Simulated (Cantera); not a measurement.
A perfectly stirred reactor is fed with 0.357 % CH4, 99.3 % H2, 0.348 % CO2, at 0.0148 atm; it is held at 2350 K, and followed from long to short residence time.

Computed with Cantera and GRI-Mech 3.0 (53 species, 325 reactions). Radical loss at walls, strong at low pressure, is not modelled.

One state of this run: x CH4 = 0.00170; x H2 = 0.975; x CO2 = 0.000244; x C2H = 5.11e-7; x OH = 8.88e-6; x CH3 = 0.000513; x H2O2 = <1e-12. x: mole fraction; the columns are a selection and need not sum to one.

Task: Which value of τ (s) does it belong to?
A. 0.017
B. 0.0066
C. 0.79
D. 0.045

Result: A, 0.017
